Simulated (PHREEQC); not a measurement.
0.047 g of hydrous ferric oxide (600 m²/g; 0.2 weak and 0.005 strong sites per Fe, Dzombak-Morel constants, diffuse double layer) in 1 kg of water with 0.1 mol/kgw of an inert sodium salt and 3.4e-05 mol CuSO4, at 25 °C; the pH is set by adding NaOH or the inert anion's acid. Oxygen alone is held at its pressure in air (log pO2 = -0.68). The system is closed to CO2. Nothing may precipitate in this run.

Model: ion-association model, wateq4f.dat, run in PHREEQC.

Predict S sorbed (%) at pH = 4, 6, 7.


```csv
pH,S sorbed (%)
4,58.7
6,17.8
7,4.2
```

Along this series the solution becomes supersaturated in solids that the run did not let form, among them Cu(OH)2. The database's constant for dissolved Cu(OH)2 is higher than later reviews accept.
